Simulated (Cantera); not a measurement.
Input (Python, Cantera):

```python
import numpy as np
import cantera as ct

gas = ct.Solution("gri30.yaml")
gas.TPX = 1148, 50000, {'CO': 1, 'H2': 0.25, 'O2': 2.08, 'N2': 7.83}
reactor = ct.IdealGasReactor(gas, energy="on", clone=False)
net = ct.ReactorNet([reactor])
net.rtol, net.atol = 1e-08, 1e-16
show = ['CO', 'H2', 'O2', 'H2O2', 'HO2']
times = np.geomspace(5e-06, 5, 13)

steps = ct.SolutionArray(gas, extra=["t"])
rows = []
print(f"{'t/s':>10s}{'T/K':>9s}{'P/Pa':>11s}" + "".join(f"{s:>11s}" for s in show))
for t in times:
    while net.time < t:
        t_next = net.step()
        steps.append(gas.state, t=t_next)
    rows.append([np.interp(t, steps.t, y) for y in (steps.T, steps.P, *steps(*show).X.T)])
    print(f"{t:10.3e}{rows[-1][0]:9.1f}{rows[-1][1]:11.4g}" + "".join(f"{x:11.3e}" for x in rows[-1][2:]))
rate = np.gradient(steps.T, steps.t)
print("integrator steps:", len(steps.t))
if steps.T.max() > steps.T[0] + 200:
    print(f"time of steepest temperature rise: {steps.t[rate.argmax()]:.4e} s")
gas.TPX = 1148, 50000, {'CO': 1, 'H2': 0.25, 'O2': 2.08, 'N2': 7.83}
gas.equilibrate("UV")
print(f"equilibrium (UV): T = {gas.T:.1f} K  " + "  ".join(f"{s} {gas[s].X[0]:.3e}" for s in show))
```

Result:

```
       t/s      T/K       P/Pa         CO         H2         O2       H2O2        HO2
 5.000e-06   1148.0      5e+04  8.961e-02  2.240e-02  1.864e-01  2.818e-14  2.718e-10
 1.581e-05   1148.0      5e+04  8.961e-02  2.240e-02  1.864e-01  3.175e-13  1.060e-09
 5.000e-05   1148.0      5e+04  8.961e-02  2.240e-02  1.864e-01  6.844e-12  1.149e-08
 1.581e-04   1148.2  5.001e+04  8.957e-02  2.229e-02  1.863e-01  2.240e-08  1.129e-05
 5.000e-04   1739.2  7.357e+04  2.552e-02  1.065e-03  1.380e-01  2.081e-07  1.098e-05
 1.581e-03   2116.0  8.757e+04  6.039e-03  2.710e-04  1.374e-01  3.646e-08  2.299e-06
 5.000e-03   2190.2  9.024e+04  1.787e-03  8.099e-05  1.375e-01  2.612e-08  1.901e-06
 1.581e-02   2193.7  9.036e+04  1.535e-03  7.060e-05  1.374e-01  2.650e-08  1.946e-06
 5.000e-02   2191.6  9.027e+04  1.516e-03  6.983e-05  1.369e-01  2.630e-08  1.928e-06
 1.581e-01   2185.9  9.003e+04  1.466e-03  6.782e-05  1.358e-01  2.578e-08  1.879e-06
 5.000e-01   2176.5  8.964e+04  1.386e-03  6.459e-05  1.340e-01  2.494e-08  1.801e-06
 1.581e+00   2172.1  8.945e+04  1.350e-03  6.314e-05  1.331e-01  2.455e-08  1.766e-06
 5.000e+00   2172.0  8.945e+04  1.349e-03  6.310e-05  1.331e-01  2.454e-08  1.765e-06
integrator steps: 1406
time of steepest temperature rise: 2.6707e-04 s
equilibrium (UV): T = 2172.0 K  CO 1.349e-03  H2 6.310e-05  O2 1.331e-01  H2O2 2.454e-08  HO2 1.765e-06
```

Computed with Cantera and GRI-Mech 3.0 (53 species, 325 reactions).
